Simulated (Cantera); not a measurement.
Charge: 1 mol Si, a varied amount of HCl, 0.38 mol H2, at 1 atm.

Points: T (K) = 573, 648, 723, 798, 873, 948, 1023, 1098, 1173, 1248, 1323, 1398, 1473, 1548; n(HCl) (mol) = 0.67, 1.1, 1.5, 2, 2.4, 2.8, 3.3, 3.7, 4.1, 4.6, 5, 5.4, 5.9.

Cantera's Mixture.equilibrate('TP', solver="vcs", rtol=1e-11, max_steps=5000) on the NASA tables stopped like this:

```
ERROR: FAILURE its = 5001!

*******************************************************************************
CanteraError thrown by MultiPhase::equilibrate:
VCS solver failed. Return code: -1
*******************************************************************************
```

Q: What got this run through?

A: Several could match; the one computed here: The failure is numerical, not chemical. The same input converged with solver="gibbs", rtol=1e-10, max_steps=50000, and the result passed a check of the equilibrium conditions:
```
    573       0.67  Si(cr)
    573        1.1  Si(cr)
    573        1.5  Si(cr)
    573          2  Si(cr)
    573        2.4  Si(cr)
    573        2.8  Si(cr)
    573        3.3  Si(cr)
    573        3.7  gas only
    573        4.1  gas only
    573        4.6  gas only
    573          5  gas only
    573        5.4  gas only
    573        5.9  gas only
    648       0.67  Si(cr)
    648        1.1  Si(cr)
    648        1.5  Si(cr)
    648          2  Si(cr)
    648        2.4  Si(cr)
    648        2.8  Si(cr)
    648        3.3  Si(cr)
    648        3.7  gas only
    648        4.1  gas only
    648        4.6  gas only
    648          5  gas only
    648        5.4  gas only
    648        5.9  gas only
    723       0.67  Si(cr)
    723        1.1  Si(cr)
    723        1.5  Si(cr)
    723          2  Si(cr)
    723        2.4  Si(cr)
    723        2.8  Si(cr)
    723        3.3  Si(cr)
    723        3.7  gas only
    723        4.1  gas only
    723        4.6  gas only
    723          5  gas only
    723        5.4  gas only
    723        5.9  gas only
    798       0.67  Si(cr)
    798        1.1  Si(cr)
    798        1.5  Si(cr)
    798          2  Si(cr)
    798        2.4  Si(cr)
    798        2.8  Si(cr)
    798        3.3  Si(cr)
    798        3.7  gas only
    798        4.1  gas only
    798        4.6  gas only
    798          5  gas only
    798        5.4  gas only
    798        5.9  gas only
    873       0.67  Si(cr)
    873        1.1  Si(cr)
    873        1.5  Si(cr)
    873          2  Si(cr)
    873        2.4  Si(cr)
    873        2.8  Si(cr)
    873        3.3  Si(cr)
    873        3.7  Si(cr)
    873        4.1  gas only
    873        4.6  gas only
    873          5  gas only
    873        5.4  gas only
    873        5.9  gas only
    948       0.67  Si(cr)
    948        1.1  Si(cr)
    948        1.5  Si(cr)
    948          2  Si(cr)
    948        2.4  Si(cr)
    948        2.8  Si(cr)
    948        3.3  Si(cr)
    948        3.7  Si(cr)
    948        4.1  gas only
    948        4.6  gas only
    948          5  gas only
    948        5.4  gas only
    948        5.9  gas only
   1023       0.67  Si(cr)
   1023        1.1  Si(cr)
   1023        1.5  Si(cr)
   1023          2  Si(cr)
   1023        2.4  Si(cr)
   1023        2.8  Si(cr)
   1023        3.3  Si(cr)
   1023        3.7  Si(cr)
   1023        4.1  gas only
   1023        4.6  gas only
   1023          5  gas only
   1023        5.4  gas only
   1023        5.9  gas only
   1098       0.67  Si(cr)
   1098        1.1  Si(cr)
   1098        1.5  Si(cr)
   1098          2  Si(cr)
   1098        2.4  Si(cr)
   1098        2.8  Si(cr)
   1098        3.3  Si(cr)
   1098        3.7  Si(cr)
   1098        4.1  gas only
   1098        4.6  gas only
   1098          5  gas only
   1098        5.4  gas only
   1098        5.9  gas only
   1173       0.67  Si(cr)
   1173        1.1  Si(cr)
   1173        1.5  Si(cr)
   1173          2  Si(cr)
   1173        2.4  Si(cr)
   1173        2.8  Si(cr)
   1173        3.3  Si(cr)
   1173        3.7  Si(cr)
   1173        4.1  gas only
   1173        4.6  gas only
   1173          5  gas only
   1173        5.4  gas only
   1173        5.9  gas only
   1248       0.67  Si(cr)
   1248        1.1  Si(cr)
   1248        1.5  Si(cr)
   1248          2  Si(cr)
   1248        2.4  Si(cr)
   1248        2.8  Si(cr)
   1248        3.3  Si(cr)
   1248        3.7  Si(cr)
   1248        4.1  gas only
   1248        4.6  gas only
   1248          5  gas only
   1248        5.4  gas only
   1248        5.9  gas only
   1323       0.67  Si(cr)
   1323        1.1  Si(cr)
   1323        1.5  Si(cr)
   1323          2  Si(cr)
   1323        2.4  Si(cr)
   1323        2.8  Si(cr)
   1323        3.3  Si(cr)
   1323        3.7  Si(cr)
   1323        4.1  gas only
   1323        4.6  gas only
   1323          5  gas only
   1323        5.4  gas only
   1323        5.9  gas only
   1398       0.67  Si(cr)
   1398        1.1  Si(cr)
   1398        1.5  Si(cr)
   1398          2  Si(cr)
   1398        2.4  Si(cr)
   1398        2.8  Si(cr)
   1398        3.3  Si(cr)
   1398        3.7  gas only
   1398        4.1  gas only
   1398        4.6  gas only
   1398          5  gas only
   1398        5.4  gas only
   1398        5.9  gas only
   1473       0.67  Si(cr)
   1473        1.1  Si(cr)
   1473        1.5  Si(cr)
   1473          2  Si(cr)
   1473        2.4  Si(cr)
   1473        2.8  Si(cr)
   1473        3.3  Si(cr)
   1473        3.7  gas only
   1473        4.1  gas only
   1473        4.6  gas only
   1473          5  gas only
   1473        5.4  gas only
   1473        5.9  gas only
   1548       0.67  Si(cr)
   1548        1.1  Si(cr)
   1548        1.5  Si(cr)
   1548          2  Si(cr)
   1548        2.4  Si(cr)
   1548        2.8  Si(cr)
   1548        3.3  gas only
   1548        3.7  gas only
   1548        4.1  gas only
   1548        4.6  gas only
   1548
```

The gas is ideal and each condensed phase is pure. The tables' values for SiCl3 are old estimates.
